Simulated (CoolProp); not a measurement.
Vapour-liquid equilibrium of ethylbenzene (1) + o-xylene (2) at 493.8 K; x and y are mole fractions of (1).

Computed with CoolProp (multi-fluid Helmholtz-energy mixture model, Zhou 2012 and Zhou 2012; pair parameters Bell 2016).

Give the bubble pressure and the first vapour's composition at x = 0.2, 0.35, 0.875. Is there an azeotrope?

x = 0.2: 5.553 bar, y = 0.224; x = 0.35: 5.707 bar, y = 0.384; x = 0.875: 6.212 bar, y = 0.887. No azeotrope shows between x = 0.05 and 0.95.

Pair parameters are fitted to limited data, so mixtures are less certain than the pure fluids.
